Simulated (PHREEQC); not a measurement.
Consider water at 25 °C with 7.4e-05 mol KOH, 0.0011 mol NaAlO2 and 1.4e-06 mol K2CO3 per kg of water. Closed to the air; pH follows from the charge balance.

Equilibrium calculation in PHREEQC: ion-association model, wateq4f.dat.

Precipitation was switched off in this run.

Question: Order these C species by the share of C that they hold, largest first: NaCO3-, HCO3-, CO3-2.

Answer: HCO3- (72 %), CO3-2 (27 %), NaCO3- (0.48 %)

The pH is 9.86 and the ionic strength 0.00118 mol/kgw. Examples of supersaturated solids here: Boehmite (slow to form), Gibbsite (slow to form). Others may be too. Species that the database lacks are ignored.
